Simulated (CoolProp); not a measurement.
Saturation properties of methanol (Tc = 513.4 K, pc = 82.16 bar, ω = 0.565).

Values from CoolProp's reference Helmholtz-energy equation of state, de Reuck 1993.

| T (K) | p (bar) | liquid cp (kJ/(kg K)) | vapour Z | liquid conductivity (mW/(m K)) |
|---|---|---|---|---|
| 254.2 | 0.01112 | 2.326 | 0.9922 | 209 |
| 259.3 | 0.01608 | 2.344 | 0.9908 | 208 |
| 264.5 | 0.02304 | 2.364 | 0.9893 | 207 |
| 269.6 | 0.03232 | 2.385 | 0.9877 | 206 |
| 274.8 | 0.04498 | 2.409 | 0.9859 | 205 |
| 279.9 | 0.06140 | 2.433 | 0.9840 | 204 |
| 285 | 0.08279 | 2.459 | 0.9819 | 203 |
| 290.2 | 0.1109 | 2.488 | 0.9796 | 202 |
| 295.3 | 0.1462 | 2.517 | 0.9771 | 201 |
| 300.5 | 0.1917 | 2.549 | 0.9744 | 200 |
| 305.6 | 0.2475 | 2.582 | 0.9715 | 199 |

It boils at 337.6 K under 1 atm.

Thermal conductivity comes from a separate model (Sykioti 2013).
